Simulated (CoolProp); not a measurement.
Vapour pressure (bar) of chlorine: the reference equation beside estimates from Tc = 143.7 °C, pc = 76.42 bar, ω = 0.070.

The numbers come from the reference Helmholtz-energy equation of state, Thol 2021 in CoolProp.

```csv
T (°C),reference,Lee-Kesler,van der Waals,Soave-Redlich-Kwong
-63.45,0.2243,0.2382,2.212,0.2357
-37.75,0.8546,0.8799,4.635,0.8756
-12.05,2.430,2.461,8.470,2.453
13.55,5.611,5.621,13.99,5.616
39.25,11.21,11.13,21.50,11.17
64.95,20.03,19.78,31.21,19.96
90.65,32.92,32.43,43.29,32.86
116.35,50.71,50.17,57.92,50.79
```

Absolute difference from the reference over all 8 rows, mean and median: Lee-Kesler 1.9 and 1.3 %, van der Waals 240.0 and 120.6 %, Soave-Redlich-Kwong 1.2 and 0.4 %.
